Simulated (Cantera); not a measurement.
Equilibrium for hydrogen reduction and annealing atmospheres: Nb2O5 + H2 + H2O

A closed system holds: 1 mol Nb2O5, 0.46 mol H2, 0.17 mol H2O, held at 120 Pa.

These are equilibrium values from Cantera (NASA tables, ideal gas, pure condensed phases), not measurements of a reactor. Candidate condensed phases: H2O, Nb, NbO, NbO2, Nb2O5; 12 gas species. Condensed phases not in the tables: the oxides between NbO2 and Nb2O5. The numbers say what is thermodynamically allowed, not how fast it happens.

```csv
T (K),x H2,x H2O,x H,x NbO2,n Nb2O5(s),n Nb2O5(l)
823,0.730,0.270,1.81e-10,<1e-12,1.00,0
923,0.730,0.270,6.03e-9,<1e-12,1.00,0
1023,0.730,0.270,1.02e-7,<1e-12,1.00,0
1123,0.730,0.270,1.05e-6,<1e-12,1.00,0
1223,0.730,0.270,7.42e-6,<1e-12,1.00,0
1323,0.730,0.270,3.91e-5,4.11e-11,1.00,0
1423,0.730,0.270,0.000164,1.92e-9,1.00,0
1523,0.730,0.270,0.000570,5.34e-8,1.00,0
1623,0.729,0.270,0.00170,9.73e-7,1.00,0
1723,0.726,0.269,0.00449,1.25e-5,1.000,0
1823,0.721,0.268,0.0106,0.000111,0,1.000
1923,0.710,0.266,0.0229,0.000693,0,1.000
2023,0.687,0.262,0.0454,0.00352,0,0.999
```
x: gas mole fraction; n: condensed amount in mol.

From 823 K to 1723 K the condensed part is Nb2O5(s). From 1823 K to 2023 K the condensed part is Nb2O5(l).
